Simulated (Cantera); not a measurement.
A freely propagating, adiabatic, planar premixed flame of CH4 : O2 : N2 = 1 : 1.82 : 6.84 (molar parts), equivalence ratio 1.1, unburnt at 525 K and 500000 Pa; mixture-averaged transport, grid criteria slope 0.08 and curve 0.16, no radiation.

Cantera simulation using GRI-Mech 3.0 (53 species, 325 reactions); the numbers are that mechanism's predictions, not measurements. Burning velocities carry a grid error of a few per cent, more on coarse grids.

**Question.** Predict: laminar burning velocity; thermal thickness; peak x(C2H4); peak x(CH2).

**Answer.** 
| Quantity | Result |
|---|---|
| laminar burning velocity | 55.6 cm/s |
| thermal thickness | 0.109 mm |
| peak x(C2H4) | 0.000955 |
| peak x(CH2) | 5.73e-5 |
